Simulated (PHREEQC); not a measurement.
Consider water at 25 °C with 36 mmol/kgw ZnSO4 and 21 mmol/kgw HCl. Closed to the air; pH follows from the charge balance.

Computed with PHREEQC (ion-association model, phreeqc.dat).

```csv
quantity,before,after
pH,1.96,5.51
ionic strength (mol/kgw),0.0995,0.136
```

### Question
Which change was made?
A) ZnSO4 from 0.036 to 0.36 mol/kgw
B) HCl replaced by CaCl2 at the same molality
C) ZnSO4 left out
D) diluted 2-fold with water
E) temperature from 25 to 15 °C

### Answer
B, HCl replaced by CaCl2 at the same molality

This is a speciation only: nothing precipitates in the calculation. Some of these states are supersaturated (in Gypsum, for instance).
